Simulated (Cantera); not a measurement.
An adiabatic, constant-pressure homogeneous reactor starts with C3H8 : O2 : N2 = 1 : 2.63 : 9.89 (molar parts), at 1625 K and 760 Torr. Integrator tolerance rtol = 1e-08.

Cantera simulation using GRI-Mech 3.0 (53 species, 325 reactions); the numbers are that mechanism's predictions, not measurements. GRI-Mech 3.0 was tuned for natural gas; its chemistry of propane as a main component is partial and can be far from experiment.

What does this change do: initial temperature 1625 to 1050 K?


| quantity | before | after |
|---|---|---|
| time of steepest temperature rise | 36.3 µs | 0.182 s |
| temperature at 0.500 s | 2690 K | 2281 K |
| equilibrium temperature | 2690 K | 2281 K |
| x(C3H8) at 0.500 s | <1e-12 (gas-phase equilibrium <1e-12) | <1e-12 (gas-phase equilibrium <1e-12) |
| x(O2) at 0.500 s | 0.000160 (gas-phase equilibrium 0.000160) | 2.60e-6 (gas-phase equilibrium 2.60e-6) |
| x(C2H4) at 0.500 s | <1e-12 (gas-phase equilibrium <1e-12) | <1e-12 (gas-phase equilibrium <1e-12) |
| x(NO) at 0.500 s | 0.000744 (gas-phase equilibrium 0.000744) | 4.60e-5 (gas-phase equilibrium 4.58e-5) |
| x(CH2CO) at 0.500 s | <1e-12 (gas-phase equilibrium <1e-12) | <1e-12 (gas-phase equilibrium <1e-12) |
| x(H) at 0.500 s | 0.0187 (gas-phase equilibrium 0.0187) | 0.00310 (gas-phase equilibrium 0.00310) |
| x(HCO) at 0.500 s | 3.20e-7 (gas-phase equilibrium 3.20e-7) | 9.75e-8 (gas-phase equilibrium 9.75e-8) |

What does this change do: initial temperature 1625 to 1525 K?


```
quantity                                                              before                                      after
---------------------------------  -----------------------------------------  -----------------------------------------
time of steepest temperature rise                                    36.3 µs                                    73.4 µs
temperature at 0.500 s                                                2690 K                                     2629 K
equilibrium temperature                                               2690 K                                     2629 K
x(C3H8) at 0.500 s                     <1e-12 (gas-phase equilibrium <1e-12)      <1e-12 (gas-phase equilibrium <1e-12)
x(O2) at 0.500 s                   0.000160 (gas-phase equilibrium 0.000160)    9.47e-5 (gas-phase equilibrium 9.47e-5)
x(C2H4) at 0.500 s                     <1e-12 (gas-phase equilibrium <1e-12)      <1e-12 (gas-phase equilibrium <1e-12)
x(NO) at 0.500 s                   0.000744 (gas-phase equilibrium 0.000744)  0.000521 (gas-phase equilibrium 0.000521)
x(CH2CO) at 0.500 s                    <1e-12 (gas-phase equilibrium <1e-12)      <1e-12 (gas-phase equilibrium <1e-12)
x(H) at 0.500 s                        0.0187 (gas-phase equilibrium 0.0187)      0.0149 (gas-phase equilibrium 0.0149)
x(HCO) at 0.500 s                    3.20e-7 (gas-phase equilibrium 3.20e-7)    2.75e-7 (gas-phase equilibrium 2.75e-7)
```
